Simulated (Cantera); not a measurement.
**Adiabatic ignition**

An adiabatic, constant-pressure homogeneous reactor starts with C3H8 : O2 : N2 = 1 : 3.9 : 44.8 (molar parts), equivalence ratio 1.3, at 1425 K and 3750 Torr.

Detailed kinetics in Cantera: GRI-Mech 3.0 (53 species, 325 reactions). GRI-Mech 3.0 was tuned for natural gas; its chemistry of propane as a main component is partial and can be far from experiment.

```tsv
t (s)	T (K)	x C3H8	x O2	x HCN	x C2H2	x CO	x CH2	x C2H4
9.00e-6	1423	0.0196	0.0783	<1e-12	1.19e-7	4.10e-6	2.32e-8	0.000508
2.56e-5	1422	0.0183	0.0778	3.24e-12	1.77e-6	5.29e-5	3.17e-8	0.00181
7.30e-5	1423	0.0142	0.0759	1.97e-11	2.15e-5	0.000562	5.47e-8	0.00582
0.000208	2121	<1e-12	0.000992	3.82e-10	<1e-12	0.0305	<1e-12	<1e-12
0.000592	2175	<1e-12	3.26e-5	9.16e-10	<1e-12	0.0296	<1e-12	<1e-12
0.00169	2179	<1e-12	6.05e-6	3.77e-9	<1e-12	0.0296	<1e-12	<1e-12
0.00480	2179	<1e-12	5.04e-6	5.90e-9	<1e-12	0.0296	<1e-12	<1e-12
0.0137	2179	<1e-12	5.03e-6	6.04e-9	<1e-12	0.0296	<1e-12	<1e-12
0.0390	2179	<1e-12	5.03e-6	6.27e-9	<1e-12	0.0296	<1e-12	<1e-12
0.111	2179	<1e-12	5.03e-6	6.59e-9	<1e-12	0.0296	<1e-12	<1e-12
0.316	2179	<1e-12	5.03e-6	6.74e-9	<1e-12	0.0296	<1e-12	<1e-12
0.900	2179	<1e-12	5.03e-6	6.74e-9	<1e-12	0.0296	<1e-12	<1e-12
```
x: mole fraction; the columns are a selection and need not sum to one.

```json
{
  "time_of_steepest_temperature_rise": "0.154 ms",
  "temperature at 0.900 s": "2179 K",
  "equilibrium_temperature": "2179 K",
  "x(C3H8) at 0.900 s": "<1e-12 (gas-phase equilibrium <1e-12)",
  "x(O2) at 0.900 s": "5.03e-6 (gas-phase equilibrium 5.03e-6)",
  "x(HCN) at 0.900 s": "6.74e-9 (gas-phase equilibrium 6.74e-9)"
}
```
